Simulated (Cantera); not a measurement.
What does this Cantera script print?

```python
import numpy as np
import cantera as ct

gas = ct.Solution("gri30.yaml")
gas.TPX = 1225, 500000, {'CO': 0.0081, 'O2': 0.0091, 'H2O': 0.00096, 'N2': 1}
reactor = ct.IdealGasConstPressureReactor(gas, energy="off", clone=False)
net = ct.ReactorNet([reactor])
net.rtol, net.atol = 1e-08, 1e-18
show = ['CO', 'O2', 'H2O', 'H', 'CO2', 'N2O', 'HO2']
times = np.geomspace(3e-05, 20, 15)

steps = ct.SolutionArray(gas, extra=["t"])
rows = []
print(f"{'t/s':>10s}{'T/K':>9s}{'P/Pa':>11s}" + "".join(f"{s:>11s}" for s in show))
for t in times:
    while net.time < t:
        t_next = net.step()
        steps.append(gas.state, t=t_next)
    rows.append([np.interp(t, steps.t, y) for y in (steps.T, steps.P, *steps(*show).X.T)])
    print(f"{t:10.3e}{rows[-1][0]:9.1f}{rows[-1][1]:11.4g}" + "".join(f"{x:11.3e}" for x in rows[-1][2:]))
rate = np.gradient(steps.T, steps.t)
print("integrator steps:", len(steps.t))
if steps.T.max() > steps.T[0] + 200:
    print(f"time of steepest temperature rise: {steps.t[rate.argmax()]:.4e} s")
gas.TPX = 1225, 500000, {'CO': 0.0081, 'O2': 0.0091, 'H2O': 0.00096, 'N2': 1}
gas.equilibrate("TP")
print(f"equilibrium (TP): T = {gas.T:.1f} K  " + "  ".join(f"{s} {gas[s].X[0]:.3e}" for s in show))
```

Result:

```
       t/s      T/K       P/Pa         CO         O2        H2O          H        CO2        N2O        HO2
 3.000e-05   1225.0      5e+05  7.956e-03  8.938e-03  9.429e-04  5.559e-12  8.093e-10  1.139e-13  5.445e-12
 7.818e-05   1225.0      5e+05  7.956e-03  8.938e-03  9.429e-04  2.822e-11  2.318e-09  7.553e-13  6.690e-11
 2.038e-04   1225.0      5e+05  7.956e-03  8.938e-03  9.429e-04  1.132e-10  7.923e-09  5.006e-12  6.398e-10
 5.310e-04   1225.0      5e+05  7.955e-03  8.938e-03  9.429e-04  5.138e-10  4.053e-08  3.534e-11  5.225e-09
 1.384e-03   1225.0      5e+05  7.955e-03  8.937e-03  9.428e-04  5.049e-09  5.092e-07  4.217e-10  6.434e-08
 3.607e-03   1225.0      5e+05  7.887e-03  8.898e-03  9.397e-04  5.305e-07  6.903e-05  4.434e-08  2.826e-06
 9.399e-03   1225.0      5e+05  6.438e-03  8.177e-03  9.277e-04  1.506e-06  1.524e-03  8.414e-07  3.829e-06
 2.449e-02   1225.0      5e+05  3.555e-03  6.743e-03  9.334e-04  9.521e-07  4.418e-03  2.282e-06  2.937e-06
 6.384e-02   1225.0      5e+05  1.064e-03  5.505e-03  9.414e-04  2.693e-07  6.919e-03  3.493e-06  1.631e-06
 1.664e-01   1225.0      5e+05  1.466e-04  5.050e-03  9.454e-04  2.892e-08  7.840e-03  3.712e-06  4.934e-07
 4.336e-01   1225.0      5e+05  6.827e-06  4.981e-03  9.463e-04  1.098e-09  7.980e-03  2.541e-06  4.035e-08
 1.130e+00   1225.0      5e+05  1.094e-07  4.979e-03  9.465e-04  4.349e-11  7.987e-03  7.556e-07  2.442e-09
 2.945e+00   1225.0      5e+05  4.213e-09  4.979e-03  9.466e-04  4.342e-12  7.987e-03  4.549e-08  3.463e-10
 7.674e+00   1225.0      5e+05  1.608e-09  4.979e-03  9.466e-04  1.599e-12  7.987e-03  7.166e-09  1.558e-10
 2.000e+01   1225.0      5e+05  1.582e-09  4.979e-03  9.466e-04  1.585e-12  7.987e-03  7.049e-09  1.548e-10
integrator steps: 1381
equilibrium (TP): T = 1225.0 K  CO 1.585e-09  O2 4.959e-03  H2O 9.466e-04  H 1.587e-12  CO2 7.987e-03  N2O 7.035e-09  HO2 1.543e-10
```

Model: GRI-Mech 3.0 (53 species, 325 reactions), integrated in Cantera.
